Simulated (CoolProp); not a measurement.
The numbers come from the reference Helmholtz-energy equation of state, Gao 2022 in CoolProp.

Q: For n-perfluorobutane, give the phase and the cv (kJ/(kg K)), Joule-Thomson coefficient (K/MPa) at 101.65 °C and 25.1 kPa.

A: 
- 101.65 °C and 25.1 kPa: gas; cv 0.900, Joule-Thomson coefficient 7.45
